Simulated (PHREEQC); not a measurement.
Make-up at 25 °C: 0.013 mol H2S and 0.0016 mol HCl per kg of water. Closed to the air; pH follows from the charge balance.

The numbers come from PHREEQC with the ion-association model, phreeqc.dat.

Precipitation was switched off in this run.

### Question
Estimate the pH, specific conductance.

### Answer
pH 2.81; specific conductance 661 µS/cm.

Species that the database lacks are ignored.
